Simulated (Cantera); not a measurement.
What does this Cantera script print?

```python
import numpy as np
import cantera as ct

gas = ct.Solution("gri30.yaml")
gas.TPX = 1073, 37000, {'CO': 0.0013, 'O2': 0.035, 'H2O': 0.00019, 'N2': 1}
reactor = ct.IdealGasConstPressureReactor(gas, energy="off", clone=False)
net = ct.ReactorNet([reactor])
net.rtol, net.atol = 1e-08, 1e-18
show = ['CO', 'O2', 'H2O', 'NO2', 'N2O', 'NO']
times = np.geomspace(8e-06, 4, 12)

steps = ct.SolutionArray(gas, extra=["t"])
rows = []
print(f"{'t/s':>10s}{'T/K':>9s}{'P/Pa':>11s}" + "".join(f"{s:>11s}" for s in show))
for t in times:
    while net.time < t:
        t_next = net.step()
        steps.append(gas.state, t=t_next)
    rows.append([np.interp(t, steps.t, y) for y in (steps.T, steps.P, *steps(*show).X.T)])
    print(f"{t:10.3e}{rows[-1][0]:9.1f}{rows[-1][1]:11.4g}" + "".join(f"{x:11.3e}" for x in rows[-1][2:]))
rate = np.gradient(steps.T, steps.t)
print("integrator steps:", len(steps.t))
if steps.T.max() > steps.T[0] + 200:
    print(f"time of steepest temperature rise: {steps.t[rate.argmax()]:.4e} s")
gas.TPX = 1073, 37000, {'CO': 0.0013, 'O2': 0.035, 'H2O': 0.00019, 'N2': 1}
gas.equilibrate("TP")
print(f"equilibrium (TP): T = {gas.T:.1f} K  " + "  ".join(f"{s} {gas[s].X[0]:.3e}" for s in show))
```

Result:

```
       t/s      T/K       P/Pa         CO         O2        H2O        NO2        N2O         NO
 8.000e-06   1073.0    3.7e+04  1.254e-03  3.377e-02  1.833e-04  1.660e-34  2.601e-19  6.569e-25
 2.637e-05   1073.0    3.7e+04  1.254e-03  3.377e-02  1.833e-04  4.630e-33  1.444e-18  7.439e-24
 8.695e-05   1073.0    3.7e+04  1.254e-03  3.377e-02  1.833e-04  1.628e-31  1.129e-17  9.458e-23
 2.867e-04   1073.0    3.7e+04  1.254e-03  3.377e-02  1.833e-04  6.209e-30  1.074e-16  1.124e-21
 9.450e-04   1073.0    3.7e+04  1.254e-03  3.377e-02  1.833e-04  2.417e-28  1.109e-15  1.251e-20
 3.116e-03   1073.0    3.7e+04  1.254e-03  3.377e-02  1.833e-04  1.127e-26  1.191e-14  1.377e-19
 1.027e-02   1073.0    3.7e+04  1.254e-03  3.377e-02  1.833e-04  1.163e-24  1.323e-13  1.541e-18
 3.386e-02   1073.0    3.7e+04  1.254e-03  3.377e-02  1.833e-04  5.716e-22  1.786e-12  2.113e-17
 1.116e-01   1073.0    3.7e+04  1.254e-03  3.377e-02  1.833e-04  2.747e-18  7.299e-11  1.327e-15
 3.680e-01   1073.0    3.7e+04  8.424e-04  3.355e-02  1.812e-04  1.752e-11  1.329e-07  1.863e-09
 1.213e+00   1073.0    3.7e+04  1.811e-04  3.325e-02  1.826e-04  2.913e-10  3.667e-07  1.653e-08
 4.000e+00   1073.0    3.7e+04  2.159e-05  3.317e-02  1.831e-04  1.041e-09  4.493e-07  2.847e-08
integrator steps: 917
equilibrium (TP): T = 1073.0 K  CO 7.007e-12  O2 3.315e-02  H2O 1.834e-04  NO2 2.359e-07  N2O 1.511e-09  NO 2.923e-05
```

Detailed kinetics in Cantera: GRI-Mech 3.0 (53 species, 325 reactions).
